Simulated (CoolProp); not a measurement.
Nitrous oxide along the isobar 4.03 MPa: Z from the reference equation and from simpler models built on Tc = 309.5 K, pc = 7.245 MPa, ω = 0.161; each cubic takes its own stable root.

Computed with CoolProp (reference Helmholtz-energy equation of state, Lemmon 2006). It is a short technical equation, of lower accuracy than the large ones.

```json
[
 {"T (K)": "213.7", "phase": "liquid", "reference": "0.08692", "van der Waals": "0.1379", "Redlich-Kwong": "0.09537", "Soave-Redlich-Kwong": "0.09348", "Peng-Robinson": "0.08267"},
 {"T (K)": "227", "phase": "liquid", "reference": "0.08506", "van der Waals": "0.1348", "Redlich-Kwong": "0.09395", "Soave-Redlich-Kwong": "0.09182", "Peng-Robinson": "0.08113"},
 {"T (K)": "240.2", "phase": "liquid", "reference": "0.08393", "van der Waals": "0.1331", "Redlich-Kwong": "0.09359", "Soave-Redlich-Kwong": "0.09122", "Peng-Robinson": "0.08053"},
 {"T (K)": "253.5", "phase": "liquid", "reference": "0.08363", "van der Waals": "0.1331", "Redlich-Kwong": "0.09455", "Soave-Redlich-Kwong": "0.09189", "Peng-Robinson": "0.08110"},
 {"T (K)": "266.7", "phase": "liquid", "reference": "0.08445", "van der Waals": "0.1359", "Redlich-Kwong": "0.09746", "Soave-Redlich-Kwong": "0.09442", "Peng-Robinson": "0.08335"},
 {"T (K)": "279.9", "phase": "liquid", "reference": "0.08717", "van der Waals": "0.7216", "Redlich-Kwong": "0.1043", "Soave-Redlich-Kwong": "0.1005", "Peng-Robinson": "0.08882"},
 {"T (K)": "293.2", "phase": "gas", "reference": "0.7092", "van der Waals": "0.7640", "Redlich-Kwong": "0.7243", "Soave-Redlich-Kwong": "0.7181", "Peng-Robinson": "0.6974"},
 {"T (K)": "306.4", "phase": "gas", "reference": "0.7634", "van der Waals": "0.7959", "Redlich-Kwong": "0.7694", "Soave-Redlich-Kwong": "0.7685", "Peng-Robinson": "0.7487"},
 {"T (K)": "319.7", "phase": "gas", "reference": "0.8023", "van der Waals": "0.8215", "Redlich-Kwong": "0.8037", "Soave-Redlich-Kwong": "0.8063", "Peng-Robinson": "0.7873"},
 {"T (K)": "332.9", "phase": "gas", "reference": "0.8319", "van der Waals": "0.8423", "Redlich-Kwong": "0.8306", "Soave-Redlich-Kwong": "0.8356", "Peng-Robinson": "0.8175"},
 {"T (K)": "346.1", "phase": "gas", "reference": "0.8555", "van der Waals": "0.8596", "Redlich-Kwong": "0.8524", "Soave-Redlich-Kwong": "0.8594", "Peng-Robinson": "0.8419"},
 {"T (K)": "359.4", "phase": "gas", "reference": "0.8749", "van der Waals": "0.8745", "Redlich-Kwong": "0.8706", "Soave-Redlich-Kwong": "0.8790", "Peng-Robinson": "0.8623"},
 {"T (K)": "372.6", "phase": "gas", "reference": "0.8909", "van der Waals": "0.8871", "Redlich-Kwong": "0.8858", "Soave-Redlich-Kwong": "0.8954", "Peng-Robinson": "0.8793"},
 {"T (K)": "385.9", "phase": "gas", "reference": "0.9045", "van der Waals": "0.8981", "Redlich-Kwong": "0.8988", "Soave-Redlich-Kwong": "0.9093", "Peng-Robinson": "0.8939"},
 {"T (K)": "399.1", "phase": "gas", "reference": "0.9160", "van der Waals": "0.9077", "Redlich-Kwong": "0.9099", "Soave-Redlich-Kwong": "0.9211", "Peng-Robinson": "0.9063"},
 {"T (K)": "412.3", "phase": "gas", "reference": "0.9259", "van der Waals": "0.9161", "Redlich-Kwong": "0.9195", "Soave-Redlich-Kwong": "0.9313", "Peng-Robinson": "0.9170"}
]
```

At some of these states van der Waals gives the other phase, because its saturation line lies elsewhere.
